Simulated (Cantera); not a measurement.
Charge: 1 mol Cu, 0.33 mol F2, equilibrated at 1375 K and 9.75 Torr.

Method: chemical equilibrium by Gibbs-energy minimisation in Cantera with the NASA 1993 tables (ideal gas, pure condensed phases). Candidate condensed phases: Cu, CuF2; 6 gas species. The numbers say what is thermodynamically allowed, not how fast it happens.

Q: What is the equilibrium state?

A: 
| Item | Value |
|---|---|
| x(CuF) | 0.753 |
| x(CuF2) | 0.247 |
| x(Cu) | 6.33e-5 |
| x(F) | 1.19e-5 |
| n(Cu(l)) | 0.471 mol |
| gas amount | 0.5292 mol |
| log10 activity of CuF2(l) (absent) | -0.58 |
